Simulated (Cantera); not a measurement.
Thermodynamics of iron carbonyl, mercury and lead vapours, feed Hg + H2

A closed system holds: 1 mol Hg, a varied amount of H2, held at 5.50 bar.

Method: chemical equilibrium by Gibbs-energy minimisation in Cantera with the NASA 1993 tables (ideal gas, pure condensed phases). Candidate condensed phases: Hg; 3 gas species. Equilibrium is a limit: real reactors are often held back by kinetics, nucleation or transport.

### Question
Map the stable condensed phases over T = 475, 525, 575, 625, 675, 725, 775, 825, 875, 925 K and n(H2) in mol = 1.3, 1.8, 2.5, 3.4, 4.8, 6.7, 9.4, 13, 19, 26, 36, 51, 71.

### Answer
```
T in K \ n(H2) in mol
         1.3 1.8 2.5 3.4 4.8 6.7 9.4  13  19  26  36  51  71
    925    A   A   A   A   A   A   A   A   A   A   A   A   A
    875    A   A   A   A   A   A   A   A   A   A   A   A   A
    825    A   A   A   A   A   A   A   A   A   A   A   A   A
    775    A   A   A   A   A   A   A   A   A   A   A   A   A
    725    A   A   A   A   A   A   A   A   A   A   A   A   A
    675    B   A   A   A   A   A   A   A   A   A   A   A   A
    625    B   B   B   B   B   A   A   A   A   A   A   A   A
    575    B   B   B   B   B   B   B   B   A   A   A   A   A
    525    B   B   B   B   B   B   B   B   B   B   B   B   A
    475    B   B   B   B   B   B   B   B   B   B   B   B   B
```
A: gas only; B: Hg.
